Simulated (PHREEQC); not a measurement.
A made-up water analysis in mg/L, 25 °C, pH 3.89, pe 12.3: Na 108; K 123; Ca 58.4; Mg 10.8; Cl 96.5; S(6) as SO4 447; Cu(2) 2.8; Zn 0.147; Al 0.558; Pb 0.473; B 0.19; Si as SiO2 1.86.

Valence states are taken as typed.

Model: ion-association model, wateq4f.dat, run in PHREEQC.

```tsv
quantity	before	after
ionic strength (mol/kgw)	0.0164	0.0603
Ca+2 (mol/kgw)	0.00112	0.00375
CaSO4 (mol/kgw)	0.000334	0.00211
Mg+2 (mol/kgw)	0.000329	0.00106
MgSO4 (mol/kgw)	0.000116	0.000720
SI of Quartz (SiO2)	-0.53	+0.08
SI of Anglesite (PbSO4)	-0.96	-0.26
```

Q: Which change was made?
A) all concentrations times 4 at the same typed pH
B) Al from 0.558 to 1.67 mg/L
C) Ca from 58.4 to 117 mg/L

A: A, all concentrations times 4 at the same typed pH

This is a speciation only: nothing precipitates in the calculation. Some of these states are supersaturated (in Quartz (slow to form), for instance).
